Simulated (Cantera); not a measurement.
## Thermodynamics of iron carbonyl, mercury and lead vapours, feed Pb + H2

Charge: 1 mol Pb, 2.9 mol H2, equilibrated at 1500 K and 2800 Pa.

Cantera equilibrium calculation (NASA polynomials, part measured and part estimated; ideal gas, pure solids and liquids). Candidate condensed phases: Pb; 4 gas species. The numbers say what is thermodynamically allowed, not how fast it happens.

- x(H2): 0.744
- x(Pb): 0.256
- x(H): 9.07e-5
- x(Pb2): 3.14e-5
- gas amount: 3.900 mol
- log10 activity of Pb(l) (absent): -0.53
